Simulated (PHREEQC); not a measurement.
**Acid rinse or clean: an equilibrium model**

Consider water at 60 °C with 0.067 mol/kgw HCl, 0.0012 mol/kgw CaCl2 and 0.11 mol/kgw MgCl2. Closed to the air; pH follows from the charge balance.

All values are PHREEQC results (ion-association model, wateq4f.dat), not measurements.

No solid was allowed to form.

### Question
Estimate the pH.

### Answer
pH 1.29.

Complexes and solids missing from the database can't appear. At this temperature some constants are extrapolated from 25 °C, and those without enthalpy data are left unchanged.
